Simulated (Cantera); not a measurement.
Charge: 1 mol Fe, 0.8 mol CO2, 4.8 mol H2, equilibrated at 1 atm.

Points: T (K) = 923, 948, 973, 998, 1023, 1048, 1073.

Cantera's Mixture.equilibrate('TP', solver="vcs", rtol=1e-11, max_steps=5000) on the NASA tables stopped like this:

```
ERROR: FAILURE its = 5001!

*******************************************************************************
CanteraError thrown by MultiPhase::equilibrate:
VCS solver failed. Return code: -1
*******************************************************************************
```

Task: What got this run through?

Result: One answer among several that fit: The failure is numerical, not chemical. The same input converged with solver="gibbs", rtol=1e-10, max_steps=50000, and the result passed a check of the equilibrium conditions:
```
log10 of partial pressures in bar; condensed amounts in mol
       T/K        H2       H2O        CO       CH4       CO2     Fe(a)    FeO(s)
       923    -0.132    -0.972    -1.193    -1.064    -1.722    0.3858    0.6142
       948    -0.131    -0.939    -1.069    -1.303    -1.620    0.6495    0.3505
       973    -0.132    -0.910    -1.002    -1.585    -1.573    0.8504    0.1496
       998    -0.134    -0.884    -0.968    -1.886    -1.557    0.9826   0.01739
      1023    -0.132    -0.892    -0.944    -2.136    -1.588         1         0
      1048    -0.130    -0.899    -0.928    -2.382    -1.623         1         0
      1073    -0.129    -0.901    -0.918    -2.629    -1.654         1         0
```

The gas is ideal and each condensed phase is pure. The tables' stoichiometric FeO is somewhat more stable than real wüstite, so its field is too wide. FeO: taken at fixed stoichiometry.
